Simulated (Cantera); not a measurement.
Feed: 1 mol Si, 2.5 mol NF3, 0.67 mol N2, equilibrated at 1373 K and 13300 Pa.

Cantera equilibrium calculation (NASA polynomials, part measured and part estimated; ideal gas, pure solids and liquids). Candidate condensed phases: Si, Si3N4; 16 gas species. Rates play no part.

Question: What is the equilibrium state?

Answer: 
```json
{
 "x(F)": "0.521",
 "x(N2)": "0.304",
 "x(SiF4)": "0.158",
 "x(F2)": "0.0168",
 "x(NF3)": "1.00e-6",
 "gas_amount": "6.314 mol",
 "log10 activity of Si(s) (absent)": "-50.31"
}
```
